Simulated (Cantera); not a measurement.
Low-pressure radical oxidation in H2/O2

A perfectly stirred reactor is fed with H2 : O2 = 0.063 : 1 (molar parts), at 3600 Pa; it is held at 1225 K, and followed from long to short residence time.

Detailed kinetics in Cantera: GRI-Mech 3.0 (53 species, 325 reactions). Radical loss at walls, strong at low pressure, is not modelled. The temperature is held fixed by assumption; the heat of reaction is taken as removed at once.

```
τ (s)       x H2   x O2       x O   x H2O   x H2O2
------  --------  -----  --------  ------  -------
1.7      7.58e-5  0.938  0.000680  0.0606  1.09e-7
0.83    0.000117  0.937   0.00109  0.0605  1.34e-7
0.41    0.000179  0.937   0.00172  0.0603  1.61e-7
0.20    0.000275  0.936   0.00272  0.0600  1.90e-7
0.10    0.000412  0.934   0.00418  0.0595  2.20e-7
0.050   0.000617  0.932   0.00631  0.0588  2.51e-7
0.025   0.000920  0.928   0.00927  0.0578  2.81e-7
0.012    0.00140  0.923    0.0134  0.0563  3.14e-7
0.0060   0.00210  0.918    0.0178  0.0543  3.47e-7
0.0030   0.00320  0.913    0.0219  0.0516  3.88e-7
0.0015   0.00498  0.909    0.0245  0.0481  4.45e-7
```
x: mole fraction; the columns are a selection and need not sum to one.
